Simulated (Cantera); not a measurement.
## Low-pressure radical oxidation in H2/O2

An isothermal, constant-pressure homogeneous reactor starts with H2 : O2 = 0.25 : 1 (molar parts), equivalence ratio 0.12, at 923 K and 20.0 Torr.

Detailed kinetics in Cantera: GRI-Mech 3.0 (53 species, 325 reactions). Radical loss at walls, strong at low pressure, is not modelled. Below about 950 K walls govern HO2 and H2O2 in real vessels. The temperature is held fixed by assumption; the heat of reaction is taken as removed at once.

```csv
t (s),x H2,x O2,x H2O,x H2O2,x H,x HO2
9.00e-6,0.200,0.800,<1e-12,<1e-12,2.77e-12,2.85e-12
3.48e-5,0.200,0.800,<1e-12,<1e-12,1.04e-11,1.11e-11
0.000134,0.200,0.800,2.07e-11,<1e-12,4.75e-11,4.39e-11
0.000520,0.200,0.800,1.17e-9,<1e-12,8.85e-10,2.23e-10
0.00201,0.200,0.800,2.55e-5,3.10e-10,1.67e-5,1.19e-6
0.00776,0.00391,0.776,0.217,1.52e-6,0.000966,3.27e-5
0.0300,0.000510,0.778,0.222,6.37e-7,9.49e-6,8.43e-6
0.116,6.71e-5,0.778,0.222,2.38e-7,4.03e-7,1.75e-6
0.448,4.55e-6,0.778,0.222,6.98e-8,1.21e-8,1.92e-7
1.73,1.52e-7,0.778,0.222,1.90e-8,4.08e-10,2.04e-8
6.69,5.02e-9,0.778,0.222,5.34e-9,2.73e-11,3.52e-9
25.9,8.05e-10,0.778,0.222,1.58e-9,2.77e-12,8.44e-10
100,1.79e-10,0.778,0.222,4.53e-10,<1e-12,2.88e-10
```
x: mole fraction; the columns are a selection and need not sum to one.

Equilibrium at this temperature and pressure: H2 1.13e-11, O2 0.778, H2O 0.222, H2O2 3.10e-11, H <1e-12, HO2 3.94e-10 (gas phase only).
